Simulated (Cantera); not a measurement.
What does this Cantera script print?

```python
import numpy as np
import cantera as ct

gas_names = """
    H HNO HNO2 HNO3 HO2 H2 H2O H2O2 N NH NH2 NH3 NH2OH NO NO2 NO3 N2 N2H2 N2H4 N2O O OH O2 O3 Si SiH
    SiH2 SiH3 SiH4 SiN SiO SiO2 Si2 Si2N Si3
""".split()
cond_names = """
    H2O(s) H2O(L) Si(cr) Si(L) SiO2(Lqz) SiO2(hqz) SiO2(L) Si2N2O(s) Si3N4(a)
""".split()


def load(file, names, dense=False):
    # The tables refer to 1 bar. Condensed volumes are neglected.
    table = {s.name: s for s in ct.Species.list_from_file(file)}
    out = []
    for n in names:
        d = dict(table[n].input_data)
        d["thermo"] = dict(d["thermo"], **{"reference-pressure": 1e5})
        if dense:
            d["equation-of-state"] = {"model": "constant-volume", "density": "1e6 g/cm^3"}
        out.append(ct.Species.from_dict(d))
    return out


gas = ct.Solution(thermo="ideal-gas", species=load("nasa_gas.yaml", gas_names))
cond = {s.name: ct.Solution(thermo="fixed-stoichiometry", species=[s], name=s.name)
        for s in load("nasa_condensed.yaml", cond_names, dense=True)}
atoms = {
    'Si3N4': {'Si': 3, 'N': 4},
    'O2': {'O': 2},
    'H2': {'H': 2},
}
top_T = {'Si2N2O(s)': 2100, 'Si3N4(a)': 2400}  # K; cautious upper limits of use, not melting points


def equilibrate(T, P, feed):
    n = {}
    for name, mol in feed.items():
        for a, k in atoms[name].items():
            n[a] = n.get(a, 0.0) + k * mol
    gas.TPX = T, P, n
    mass = sum(n.values()) * gas.mean_molecular_weight
    gas.equilibrate("TP")
    valid = [c for c in cond.values() if c.min_temp <= T <= top_T.get(c.name, c.max_temp)]
    mix = ct.Mixture([(gas, mass / gas.mean_molecular_weight)] + [(c, 0.0) for c in valid])
    mix.T, mix.P = T, P
    mix.equilibrate("TP", solver="vcs", rtol=1e-11, max_steps=5000)
    return mix


results = []
T = 1975  # K
P = 240  # Pa
for m in [4.7, 7.6, 12, 20, 31, 51, 82, 130, 210]:
    feed = {'Si3N4': 1, 'O2': 0.005, 'H2': m}  # mol
    mix = equilibrate(T, P, feed)
    results.append((T, P, feed, dict(zip(mix.species_names, mix.species_moles))))

top = {s: max(r[3][s] / sum(r[3][g] for g in gas_names) for r in results) for s in gas_names}
cols = sorted((s for s in top if top[s] > 1e-05), key=lambda s: -top[s])[:7]
seen = [c for c in cond_names if any(r[3].get(c, 0) > 1e-12 for r in results)]
print("log10 of partial pressures in bar; condensed amounts in mol")
print(f"{'n(H2)':>10s}" + "".join(f"{s[:9]:>10s}" for s in cols + seen))
for T, P, feed, n in results:
    ng = sum(n[g] for g in gas_names)
    print(f"{feed['H2']:10.4g}" + "".join(f"{np.log10(max(n[s] / ng * P / 1e5, 1e-99)):10.3f}" for s in cols)
          + "".join(f"{n.get(c, 0):10.4g}" for c in seen))
```

Output:

```
log10 of partial pressures in bar; condensed amounts in mol
     n(H2)        H2        N2         H        Si       SiO       SiH      Si2N     Si(L)
       4.7    -2.793    -3.157    -4.260    -4.490    -5.458    -6.030    -6.499     2.889
       7.6    -2.740    -3.313    -4.234    -4.490    -5.614    -6.003    -6.577     2.846
        12    -2.706    -3.477    -4.217    -4.490    -5.778    -5.986    -6.659      2.78
        20    -2.680    -3.674    -4.204    -4.490    -5.974    -5.973    -6.757     2.661
        31    -2.666    -3.850    -4.197    -4.490    -6.150    -5.966    -6.845     2.498
        51    -2.655    -4.056    -4.191    -4.490    -6.356    -5.961    -6.948     2.201
        82    -2.649    -4.256    -4.188    -4.490    -6.556    -5.958    -7.048     1.741
       130    -2.645    -4.452    -4.186    -4.490    -6.752    -5.956    -7.146     1.029
       210    -2.642    -4.658    -4.185    -4.512    -6.958    -5.975    -7.291         0
```

Equilibrium computed with Cantera from the NASA thermochemical tables; the gas is ideal and each condensed phase is pure. The tables' values for SiN are old estimates; treat these amounts as uncertain. Gases not in the tables: Si2H6 and higher silanes.
